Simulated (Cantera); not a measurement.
A closed system holds: 1 mol MgSO4, 8.8 mol H2, 4.9 mol O2, equilibrated at 0.100 bar.

Equilibrium computed with Cantera from the NASA thermochemical tables; the gas is ideal and each condensed phase is pure. Candidate condensed phases: H2O, H2SO4, Mg, MgO, Mg(OH)2, MgS, MgSO4, S; 26 gas species. Mutual solubility and eutectic melting of coexisting phases are not modelled. Rates play no part. All values below are at 1050 K.

Base state: H2O 0.941, O2 0.0551, SO2 0.00325, SO3 0.000249 (mole fractions); condensed: MgO(s) + MgSO4(s).

Task: What changes in the equilibrium state with this change: H2 from 8.8 to 1.2 mol?

Result: 
```
species          before     after
-------------  --------  --------
O2               0.0551     0.781
H2O               0.941     0.218
SO2             0.00325  0.000862
SO3            0.000249  0.000249
MgO(s), mol      0.0327   0.00612
MgSO4(s), mol     0.967     0.994
```
